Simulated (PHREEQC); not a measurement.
Consider water at 70 °C with 0.0016 mol NaHCO3, 9.6e-05 mol Na2SO4 and 0.028 mol KCl per kg of water. Closed to the air; pH follows from the charge balance.

Model: ion-association model, phreeqc.dat, run in PHREEQC.

No solid was allowed to form.

**Question.** Order these S species by the share of S that they hold, largest first: SO4-2, KSO4-, NaSO4-.

**Answer.** SO4-2 (83 %), KSO4- (16 %), NaSO4- (0.48 %)

The pH is 7.91 and the ionic strength 0.0299 mol/kgw. At this temperature some constants are extrapolated from 25 °C, and those without enthalpy data are left unchanged.
